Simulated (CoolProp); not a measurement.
A single-stage vapour-compression cycle with the fluid: evaporating at 213.15 K (dew point), condensing at 246.15 K (bubble point), superheat 10 K, subcooling 8 K, compressor efficiency 0.7, no pressure losses. The same conditions are run with several fluids, on thermodynamics alone (safety and materials aside).

Model: reference Helmholtz-energy equation of state of each fluid (nitrous oxide: Lemmon 2006; dimethyl ether: Wu 2011; R410A: Lemmon 2003; ammonia: Gao 2020; R404A: Lemmon 2003; C3F8 (R218): Lemmon 2006), in CoolProp. Blends and air are pseudo-pure fits.

```tsv
fluid	cooling COP	pressure ratio	discharge temperature (K)	refrigerating effect (kJ/kg)	volumetric capacity (kJ/m³)
nitrous oxide	[?]	[?]	321.1	303	3300
dimethyl ether	4.13	5.66	307.5	461	187
R410A	4.04	[?]	308.1	253	651
ammonia	3.79	6.31	392.1	1350	274
R404A	4.03	4.94	285.1	185	474
C3F8 (R218)	4.16	5.00	259.0	96.0	307
```

Q: Fill in the missing entries.

A: 
- nitrous oxide, cooling COP: 3.85
- nitrous oxide, pressure ratio: 3.37
- R410A, pressure ratio: 4.77
